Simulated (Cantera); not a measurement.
Charge: 1 mol CCl4, 0.068 mol H2, at 7.50 Torr.

These are equilibrium values from Cantera (NASA tables, ideal gas, pure condensed phases), not measurements of a reactor. Candidate condensed phases: C, C6H6, C7H8, C8H18; 91 gas species. The numbers say what is thermodynamically allowed, not how fast it happens. All values below are at 2573 K.

Base state: Cl 0.965, HCl 0.0311, H 0.00267, Cl2 0.000561, C3 0.000150, H2 6.05e-5, C 4.41e-5, C2 1.40e-5 (mole fractions); condensed: C(graphite).

**Question.** What changes in the equilibrium state with this change: H2 from 0.068 to 0.19 mol?

**Answer.** 
```tsv
species	before	after
Cl	0.965	0.906
HCl	0.0311	0.0853
H	0.00267	0.00781
H2	6.05e-5	0.000517
C2HCl	5.84e-6	1.60e-5
C(graphite), mol	0.998	0.998
```
